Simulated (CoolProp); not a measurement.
A single-stage vapour-compression cycle with R125: evaporating at 201.15 K (dew point), condensing at 252.15 K (bubble point), superheat 5 K, subcooling 0 K, compressor efficiency 0.85, no pressure losses. Each further row changes one setting.

Computed with CoolProp (reference Helmholtz-energy equation of state, Lemmon 2005).

```
case                              cooling COP  pressure ratio  discharge temperature (K)  refrigerating effect (kJ/kg)  volumetric capacity (kJ/m³)
--------------------------------  -----------  --------------  -------------------------  ----------------------------  ---------------------------
as stated                                2.63            12.3                      278.6                           122                          231
evaporating temperature 206.15 K          [?]            8.98                      275.1                           125                          316
condensing temperature 247.15 K          3.01             [?]                      272.6                           128                          242
subcooling 5 K                           2.75            12.3                      278.6                           128                          242
superheat 15 K                            [?]            12.3                        [?]                           129                          231
compressor efficiency 0.75               2.32            12.3                      286.3                           122                          231
```

Task: Fill in the missing entries.

Result: 
- evaporating temperature 206.15 K, cooling COP: 3.07
- condensing temperature 247.15 K, pressure ratio: 10.1
- superheat 15 K, cooling COP: 2.64
- superheat 15 K, discharge temperature (K): 289.5
